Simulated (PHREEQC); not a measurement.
Dissolve 1.05 mmol/kgw NaOH, 0.105 mmol/kgw H4SiO4 and 5.5 mmol/kgw Na2CO3 at 20 °C. Closed to the air; pH follows from the charge balance.

Model: ion-association model, wateq4f.dat, run in PHREEQC.

Task: The ionic strength comes out as 0.0162 mol/kgw. What activity coefficients do CO3-2, OH-, HCO3-, Na+, H3SiO4- get?

Result: CO3-2 0.62, OH- 0.88, HCO3- 0.89, Na+ 0.88, H3SiO4- 0.88.

No solid was allowed to form. Complexes and solids missing from the database can't appear.
